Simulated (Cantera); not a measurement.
An adiabatic, constant-volume homogeneous reactor starts with CH3OH : O2 : N2 = 1 : 2.46 : 21.1 (molar parts), at 1198 K and 1000000 Pa. Integrator tolerance rtol = 1e-08.

Cantera simulation using GRI-Mech 3.0 (53 species, 325 reactions); the numbers are that mechanism's predictions, not measurements. GRI-Mech 3.0 was tuned for natural gas; its chemistry of methanol as a main component is partial and can be far from experiment.

What does this change do: initial temperature 1198 to 1423 K?


| quantity | before | after |
|---|---|---|
| time of steepest temperature rise | 2.14 ms | 0.101 ms |
| temperature at 4.00 s | 2113 K | 2302 K |
| equilibrium temperature | 2113 K | 2302 K |
| x(CH3OH) at 4.00 s | <1e-12 (gas-phase equilibrium <1e-12) | <1e-12 (gas-phase equilibrium <1e-12) |
| x(O2) at 4.00 s | 0.0359 (gas-phase equilibrium 0.0359) | 0.0347 (gas-phase equilibrium 0.0347) |
| x(NO) at 4.00 s | 0.00441 (gas-phase equilibrium 0.00441) | 0.00664 (gas-phase equilibrium 0.00664) |
| x(HCN) at 4.00 s | <1e-12 (gas-phase equilibrium <1e-12) | <1e-12 (gas-phase equilibrium <1e-12) |
| x(CH2O) at 4.00 s | <1e-12 (gas-phase equilibrium <1e-12) | <1e-12 (gas-phase equilibrium <1e-12) |
| x(C2H2) at 4.00 s | <1e-12 (gas-phase equilibrium <1e-12) | <1e-12 (gas-phase equilibrium <1e-12) |
